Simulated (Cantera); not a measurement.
Feed: 1 mol SiH₄, 5 mol H₂O, 18 mol N₂, held at 1950 K and 0.133 bar.

These are equilibrium values from Cantera (NASA tables, ideal gas, pure condensed phases), not measurements of a reactor. The tables hold silica as quartz up to 1696 K and as liquid above; real silica turns to tridymite and cristobalite and melts near 1996 K. Gases not in the tables: Si(OH)₄. Equilibrium is a limit: real reactors are often held back by kinetics, nucleation or transport.

```json
[
 {"species": "N₂", "before": "0.719", "after": "0.801"},
 {"species": "H₂", "before": "0.159", "after": "0.175"},
 {"species": "H₂O", "before": "0.120", "after": "0.0199"},
 {"species": "SiO", "before": "0.000321", "after": "0.00213"},
 {"species": "OH", "before": "8.59e-5", "after": "1.36e-5"},
 {"species": "H", "before": "0.00125", "after": "0.00131"},
 {"species": "SiO₂(condensed), mol", "before": "0.992", "after": "0.952"}
]
```
Gas species are given as mole fractions.

Q: Which change was made?
A. H₂O from 5 to 0.1 mol
B. pressure from 0.133 bar to 0.000330 bar
C. H₂O from 5 to 2.4 mol
D. H₂O from 5 to 0.16 mol

A: C, H₂O from 5 to 2.4 mol
